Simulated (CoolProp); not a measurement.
Nitrogen at 398.3 K and 1.05 MPa is compressed adiabatically to 7.36 MPa with isentropic efficiency 0.85. Each further row changes one setting.

Values from CoolProp's reference Helmholtz-energy equation of state, Span 2000.

```json
[
 {"case": "as stated", "work (kJ/kg)": "366", "final temperature (K)": "737.0", "final density (kg/m³)": "32.6"},
 {"case": "efficiency 1", "work (kJ/kg)": "311", "final temperature (K)": "687.8", "final density (kg/m³)": "35.0"},
 {"case": "efficiency 0.65", "work (kJ/kg)": "479", "final temperature (K)": "836.7", "final density (kg/m³)": "28.8"}
]
```
